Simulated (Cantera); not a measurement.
An isothermal, constant-pressure homogeneous reactor starts with NH3 : H2 = 1 : 3.7 (molar parts), at 1750 K and 100.0 Torr. Integrator tolerance rtol = 1e-08.

Detailed kinetics in Cantera: the gas-phase N/H chemistry of the illustrative SiF4/NH3 mechanism in the Surface Chemkin manual (1991). Walls and surfaces, which speed up NH3 decomposition in real reactors, are not modelled.

### Question
What does this change do: pressure from 100.0 Torr to 1.00 bar?

### Answer
```
quantity                                              before                                      after
-----------------  -----------------------------------------  -----------------------------------------
x(NH3) at 8.00 s      0.0655 (gas-phase equilibrium 1.11e-6)     0.0218 (gas-phase equilibrium 8.30e-6)
x(H2) at 8.00 s          0.873 (gas-phase equilibrium 0.912)        0.899 (gas-phase equilibrium 0.912)
x(H) at 8.00 s     0.000276 (gas-phase equilibrium 0.000612)  0.000209 (gas-phase equilibrium 0.000224)
x(N2) at 8.00 s        0.0607 (gas-phase equilibrium 0.0877)      0.0787 (gas-phase equilibrium 0.0877)
x(NH2) at 8.00 s     5.41e-5 (gas-phase equilibrium 1.94e-9)    1.32e-5 (gas-phase equilibrium 5.31e-9)
x(N2H4) at 8.00 s     1.85e-9 (gas-phase equilibrium <1e-12)    8.28e-10 (gas-phase equilibrium <1e-12)
x(N) at 8.00 s      7.20e-8 (gas-phase equilibrium 1.18e-11)   9.56e-9 (gas-phase equilibrium 4.32e-12)
```

### Question
What does this change do: pressure from 100.0 Torr to 1.01 bar?

### Answer
```
quantity                                              before                                      after
-----------------  -----------------------------------------  -----------------------------------------
x(NH3) at 8.00 s      0.0655 (gas-phase equilibrium 1.11e-6)     0.0218 (gas-phase equilibrium 8.41e-6)
x(H2) at 8.00 s          0.873 (gas-phase equilibrium 0.912)        0.899 (gas-phase equilibrium 0.912)
x(H) at 8.00 s     0.000276 (gas-phase equilibrium 0.000612)  0.000207 (gas-phase equilibrium 0.000222)
x(N2) at 8.00 s        0.0607 (gas-phase equilibrium 0.0877)      0.0787 (gas-phase equilibrium 0.0877)
x(NH2) at 8.00 s     5.41e-5 (gas-phase equilibrium 1.94e-9)    1.31e-5 (gas-phase equilibrium 5.34e-9)
x(N2H4) at 8.00 s     1.85e-9 (gas-phase equilibrium <1e-12)    8.27e-10 (gas-phase equilibrium <1e-12)
x(N) at 8.00 s      7.20e-8 (gas-phase equilibrium 1.18e-11)   9.39e-9 (gas-phase equilibrium 4.29e-12)
```
